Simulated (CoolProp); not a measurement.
Aqueous calcium chloride as a coolant, 10 % by mass, freezing at -5.8 °C, 1 atm.

Model: Melinder's fits for secondary coolants, in CoolProp.

```tsv
T (°C)	conductivity (W/(m K))	cp (kJ/(kg K))	viscosity (mPa s)	Prandtl number
-2.2	0.552	3.565	2.39	(withheld)
4.4	0.562	3.577	(withheld)	12.4
11.1	(withheld)	3.590	1.62	10.1
17.7	(withheld)	3.604	1.37	8.47
24.4	0.594	3.618	1.18	(withheld)
31	0.604	(withheld)	1.02	6.15
37.7	(withheld)	3.646	(withheld)	5.34
```

Problem. Some entries are withheld; supply them.

Solution. 
- -2.2, Prandtl number: 15.4
- 4.4, viscosity (mPa s): 1.95
- 11.1, conductivity (W/(m K)): 0.573
- 17.7, conductivity (W/(m K)): 0.583
- 24.4, Prandtl number: 7.16
- 31, cp (kJ/(kg K)): 3.632
- 37.7, conductivity (W/(m K)): 0.615
- 37.7, viscosity (mPa s): 0.900
